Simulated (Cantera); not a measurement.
Input: 1 mol Ta(OEt)5, a varied amount of H2O, equilibrated at 2448.15 K and 0.100 bar.

Equilibrium computed with Cantera from the NASA thermochemical tables; the gas is ideal and each condensed phase is pure. Candidate condensed phases: C, C6H6, C7H8, C8H18, H2O, Ta, TaC, Ta2O5; 113 gas species. The feed counts by its element totals alone. TaC: taken at fixed stoichiometry. Condensed phases not in the tables: Ta2C. Equilibrium is a limit: real reactors are often held back by kinetics, nucleation or transport.

Task: At 0.087 mol H2O, list the 7 most abundant gas species with their mole fractions, and the condensed phases.

Result: H2 0.662, CO 0.280, H 0.0513, C2H2 (acetylene) 0.00573, C2H 2.85e-5, C4H2 2.04e-5, CH3 1.01e-5. Condensed: C(graphite) + TaC(s).
